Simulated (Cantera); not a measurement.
**B₂H₆ + N₂ (boron, boron nitride and boron oxide)**

Input: 1 mol B₂H₆, 0.56 mol N₂, held at 13.3 mbar.

Method: chemical equilibrium by Gibbs-energy minimisation in Cantera with the NASA 1993 tables (ideal gas, pure condensed phases). Candidate condensed phases: B, BN; 15 gas species. The feed counts by its element totals alone. Mutual solubility and eutectic melting of coexisting phases are not modelled. The tables' values for BH₂ are old estimates; treat these amounts as uncertain. The numbers say what is thermodynamically allowed, not how fast it happens.

From 1375 °C to 1875 °C the condensed part is B(s) + BN(s). From 1975 °C to 2075 °C the condensed part is B(s).

```tsv
T (°C)	x H₂	x N₂	x H	x BH₂	x B	x BH	n B(s)	n BN(s)
1375	0.999	1.48e-5	0.000771	3.97e-5	8.01e-9	1.01e-8	0.880	1.12
1475	0.998	0.000119	0.00198	8.86e-5	8.16e-8	6.21e-8	0.880	1.12
1575	0.994	0.000756	0.00458	0.000181	6.45e-7	3.11e-7	0.884	1.12
1675	0.986	0.00398	0.00972	0.000340	4.11e-6	1.31e-6	0.903	1.10
1775	0.963	0.0178	0.0190	0.000590	2.18e-5	4.76e-6	0.988	1.01
1875	0.896	0.0690	0.0342	0.000923	9.88e-5	1.49e-5	1.33	0.667
1975	0.789	0.153	0.0565	0.00130	0.000391	4.08e-5	1.99	0
2075	0.754	0.150	0.0929	0.00192	0.00137	0.000106	1.99	0
```
x: gas mole fraction; n: condensed amount in mol.
